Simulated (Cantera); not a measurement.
Cantera run:

```python
import numpy as np
import cantera as ct

gas_names = """
    CL CL2 H HCL H2 Si SiCL SiCL2 SiCL3 SiCL4 SiH SiHCL3 SiH2 SiH2CL2 SiH3 SiH3CL SiH4 Si2 Si3
""".split()
cond_names = """
    Si(cr) Si(L)
""".split()


# ... load() reads the species with a 1 bar reference pressure and builds the phases ...
atoms = {
    'Si': {'Si': 1},
    'HCl': {'H': 1, 'CL': 1},
    'H2': {'H': 2},
}
top_T = {}  # K; cautious upper limits of use, not melting points


# ... equilibrate(T, P, feed) seeds the gas with the atoms and calls Mixture.equilibrate('TP', solver="vcs", rtol=1e-11, max_steps=5000) ...
results = []
T = 650  # K
P = 101325  # Pa
for m in [0.68, 1.3, 1.8, 2.4, 3, 3.6, 4.2, 4.8, 5.3, 5.9]:
    feed = {'Si': 1, 'HCl': m, 'H2': 0.39}  # mol
    mix = equilibrate(T, P, feed)
    results.append((T, P, feed, dict(zip(mix.species_names, mix.species_moles))))

top = {s: max(r[3][s] / sum(r[3][g] for g in gas_names) for r in results) for s in gas_names}
cols = sorted((s for s in top if top[s] > 1e-06), key=lambda s: -top[s])[:7]
seen = [c for c in cond_names if any(r[3].get(c, 0) > 1e-12 for r in results)]
print("log10 of partial pressures in bar; condensed amounts in mol")
print(f"{'n(HCl)':>10s}" + "".join(f"{s[:9]:>10s}" for s in cols + seen))
for T, P, feed, n in results:
    ng = sum(n[g] for g in gas_names)
    print(f"{feed['HCl']:10.4g}" + "".join(f"{np.log10(max(n[s] / ng * P / 1e5, 1e-99)):10.3f}" for s in cols)
          + "".join(f"{n.get(c, 0):10.4g}" for c in seen))
```

It prints:

```
log10 of partial pressures in bar; condensed amounts in mol
    n(HCl)        H2       HCL     SiCL4    SiHCL3   SiH2CL2    SiH3CL     SiCL3    Si(cr)
      0.68    -0.098    -3.937    -0.865    -1.116    -2.604    -4.780    -5.846    0.8123
       1.3    -0.129    -3.924    -0.750    -1.045    -2.578    -4.798    -5.760    0.6436
       1.8    -0.143    -3.920    -0.708    -1.021    -2.571    -4.808    -5.729    0.5079
       2.4    -0.153    -3.918    -0.679    -1.005    -2.567    -4.816    -5.707    0.3451
         3    -0.160    -3.917    -0.661    -0.995    -2.565    -4.822    -5.693    0.1824
       3.6    -0.166    -3.917    -0.649    -0.988    -2.564    -4.827    -5.684   0.01966
       4.2    -0.171    -1.246    -0.550    -3.565    -7.817   -12.756    -8.258         0
       4.8    -0.238    -0.713    -0.617    -4.232    -9.083   -14.622    -8.891         0
       5.3    -0.287    -0.551    -0.666    -4.491    -9.554   -15.304    -9.127         0
       5.9    -0.339    -0.439    -0.718    -4.708    -9.935   -15.850    -9.318         0
```

These are equilibrium values from Cantera (NASA tables, ideal gas, pure condensed phases), not measurements of a reactor.
